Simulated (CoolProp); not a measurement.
CF4 (R14) along the isobar 2.46 MPa: density (kg/m³) from the reference equation and from simpler models built on Tc = -45.8 °C, pc = 3.762 MPa, ω = 0.178; each cubic takes its own stable root.

Values from CoolProp's reference Helmholtz-energy equation of state, Platzer 1990. This equation is an older, rougher fit; its heat capacities, sound speeds and derivatives of the liquid may be far off and weren't checked against measurements.

```
T (°C)   phase  reference
------  ------  ---------
-98.45  liquid       1445
-79.35  liquid       1312
-60.35  liquid       1111
-41.25     gas      149.4
-22.25     gas      126.3
-3.15      gas      111.3
15.85      gas      100.4
34.95      gas      91.78
53.95      gas      84.82
```

How far does each simpler model (Redlich-Kwong, Soave-Redlich-Kwong) lie from the reference over these 9 states: mean and median of the absolute difference, and the worst?


- Redlich-Kwong: mean 11.4 %, median 1.1 %, worst -82.4 % at -60.35 °C and 2.46 MPa
- Soave-Redlich-Kwong: mean 2.7 %, median 0.6 %, worst -12.9 % at -60.35 °C and 2.46 MPa

At some of these states Redlich-Kwong gives the other phase, because its saturation line lies elsewhere.
